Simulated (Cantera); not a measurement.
Input: 1 mol AlCl3, 0.72 mol N2, held at 825 K and 10000 Pa.

Cantera equilibrium calculation (NASA polynomials, part measured and part estimated; ideal gas, pure solids and liquids). Candidate condensed phases: Al, AlCl3, AlN; 11 gas species. The numbers say what is thermodynamically allowed, not how fast it happens.

Base state: AlCl3 0.510, N2 0.440, Al2Cl6 0.0506 (mole fractions); condensed: gas only.

Problem. What changes in the equilibrium state with this change: temperature from 825 K to 1075 K?

Solution. 
```
species  before    after
-------  ------  -------
AlCl3     0.510    0.580
N2        0.440    0.419
Al2Cl6   0.0506  0.00128
```
